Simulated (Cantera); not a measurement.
A Cantera script and its output.

```python
import numpy as np
import cantera as ct

gas = ct.Solution("h2o2.yaml")
gas.TPX = 1275, 2666, {'H2': 0.27, 'O2': 1}
reactor = ct.IdealGasConstPressureReactor(gas, energy="off", clone=False)
net = ct.ReactorNet([reactor])
net.rtol, net.atol = 1e-08, 1e-18
show = ['H2', 'O2', 'H', 'HO2', 'O', 'H2O2']
times = np.geomspace(0.0009, 2, 12)

steps = ct.SolutionArray(gas, extra=["t"])
rows = []
print(f"{'t/s':>10s}{'T/K':>9s}{'P/Pa':>11s}" + "".join(f"{s:>11s}" for s in show))
for t in times:
    while net.time < t:
        t_next = net.step()
        steps.append(gas.state, t=t_next)
    rows.append([np.interp(t, steps.t, y) for y in (steps.T, steps.P, *steps(*show).X.T)])
    print(f"{t:10.3e}{rows[-1][0]:9.1f}{rows[-1][1]:11.4g}" + "".join(f"{x:11.3e}" for x in rows[-1][2:]))
rate = np.gradient(steps.T, steps.t)
print("integrator steps:", len(steps.t))
if steps.T.max() > steps.T[0] + 200:
    print(f"time of steepest temperature rise: {steps.t[rate.argmax()]:.4e} s")
gas.TPX = 1275, 2666, {'H2': 0.27, 'O2': 1}
gas.equilibrate("TP")
print(f"equilibrium (TP): T = {gas.T:.1f} K  " + "  ".join(f"{s} {gas[s].X[0]:.3e}" for s in show))
```

Result:

```
       t/s      T/K       P/Pa         H2         O2          H        HO2          O       H2O2
 9.000e-04   1275.0       2666  1.019e-02  6.712e-01  6.101e-02  1.490e-05  7.593e-02  5.761e-07
 1.813e-03   1275.0       2666  8.476e-03  6.916e-01  4.295e-02  1.572e-05  5.964e-02  6.463e-07
 3.654e-03   1275.0       2666  5.537e-03  7.199e-01  2.059e-02  1.613e-05  3.631e-02  7.222e-07
 7.362e-03   1275.0       2666  2.330e-03  7.451e-01  5.207e-03  1.402e-05  1.456e-02  6.788e-07
 1.483e-02   1275.0       2666  6.336e-04  7.571e-01  7.135e-04  8.530e-06  3.890e-03  4.581e-07
 2.989e-02   1275.0       2666  1.481e-04  7.606e-01  8.061e-05  3.522e-06  9.100e-04  2.413e-07
 6.022e-02   1275.0       2666  3.799e-05  7.615e-01  1.063e-05  1.226e-06  2.356e-04  1.176e-07
 1.213e-01   1275.0       2666  1.145e-05  7.619e-01  1.792e-06  4.381e-07  7.190e-05  5.728e-08
 2.445e-01   1275.0       2666  3.980e-06  7.620e-01  3.737e-07  1.736e-07  2.528e-05  2.828e-08
 4.926e-01   1275.0       2666  1.541e-06  7.620e-01  9.123e-08  8.009e-08  9.879e-06  1.412e-08
 9.926e-01   1275.0       2666  6.476e-07  7.621e-01  2.510e-08  4.751e-08  4.179e-06  7.151e-09
 2.000e+00   1275.0       2666  2.943e-07  7.621e-01  7.750e-09  3.947e-08  1.908e-06  3.762e-09
integrator steps: 1736
equilibrium (TP): T = 1275.0 K  H2 9.274e-08  O2 7.621e-01  H 1.384e-09  HO2 4.819e-08  O 6.009e-07  H2O2 1.530e-09
```

Cantera simulation using the H2/O2 subset of GRI-Mech 3.0, which has no nitrogen chemistry; the numbers are that mechanism's predictions, not measurements. Radical loss at walls, strong at low pressure, is not modelled. The temperature is held fixed by assumption; the heat of reaction is taken as removed at once.
